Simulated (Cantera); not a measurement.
What does this Cantera script print?

```python
import numpy as np
import cantera as ct

gas = ct.Solution("gri30.yaml")
gas.TPX = 350, 1000000, {'CH4': 1, 'O2': 4.26, 'N2': 16, 'H2O': 0.68}
inlet = ct.Reservoir(gas, clone=True)
gas.equilibrate("HP")  # start burning
reactor = ct.IdealGasConstPressureReactor(gas, energy="on", clone=False)
exhaust = ct.Reservoir(gas, clone=True)
tau = [0.12, 0.041, 0.014, 0.005, 0.0018, 0.00061, 0.00021, 7.4e-05, 2.6e-05][0]
for a, b in ((inlet, reactor), (reactor, exhaust)):
    ct.MassFlowController(a, b, mdot=lambda t: reactor.mass / tau)
net = ct.ReactorNet([reactor])
show = ['CH4', 'O2', 'H2O', 'N2O', 'HCN']

rows = []
print(f"{'tau/s':>10s}{'T/K':>9s}" + "".join(f"{s:>11s}" for s in show))
for tau in [0.12, 0.041, 0.014, 0.005, 0.0018, 0.00061, 0.00021, 7.4e-05, 2.6e-05]:
    net.initial_time = 0.0
    net.advance(30 * tau)
    before = gas.X
    net.advance(40 * tau)
    drift = np.max(np.abs(gas.X - before) / (gas.X + 1e-9))
    rows.append([gas.T, *gas[show].X, drift])
    print(f"{tau:10.3e}{gas.T:9.1f}" + "".join(f"{x:11.3e}" for x in gas[show].X))
```

It prints:

```
     tau/s      T/K        CH4         O2        H2O        N2O        HCN
 1.200e-01   1419.3  8.394e-05  1.035e-01  1.219e-01  5.631e-07  4.023e-10
 4.100e-02   1407.4  2.251e-04  1.043e-01  1.215e-01  1.035e-06  6.621e-10
 1.400e-02   1363.1  8.059e-04  1.073e-01  1.198e-01  1.192e-06  3.769e-10
 5.000e-03    350.0  4.558e-02  1.942e-01  3.099e-02 -1.136e-19 -3.892e-23
 1.800e-03    350.0  4.558e-02  1.942e-01  3.099e-02 -4.328e-21 -1.483e-24
 6.100e-04    350.0  4.558e-02  1.942e-01  3.099e-02 -5.966e-24 -2.044e-27
 2.100e-04    350.0  4.558e-02  1.942e-01  3.099e-02 -3.769e-25 -1.291e-28
 7.400e-05    350.0  4.558e-02  1.942e-01  3.099e-02 -2.380e-26 -8.155e-30
 2.600e-05    350.0  4.558e-02  1.942e-01  3.099e-02 -1.504e-27 -5.151e-31
```

Computed with Cantera and GRI-Mech 3.0 (53 species, 325 reactions).
